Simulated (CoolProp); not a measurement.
Vapour-liquid equilibrium of m-xylene (1) + n-nonane (2) at 417.7 K; x and y are mole fractions of (1).

The numbers come from the multi-fluid Helmholtz-energy mixture model, Zhou 2012 and Lemmon 2006; pair parameters Bell 2016 in CoolProp.

```csv
x,bubble pressure (kPa),y at the bubble point,dew pressure at overall composition x (kPa),liquid density (mol/L)
0.05,89.08,0.084,87.71,4.871
0.2,97.80,0.286,94.02,5.124
0.35,104.6,0.444,100.6,5.404
0.5,109.8,0.576,106.9,5.717
0.65,113.6,0.697,112.3,6.066
0.8,116.1,0.818,115.8,6.459
0.95,117.2,0.951,117.2,6.902
```

No azeotrope shows between x = 0.05 and 0.95.

The pair parameters rest on a limited set of measurements; away from them the model extrapolates.
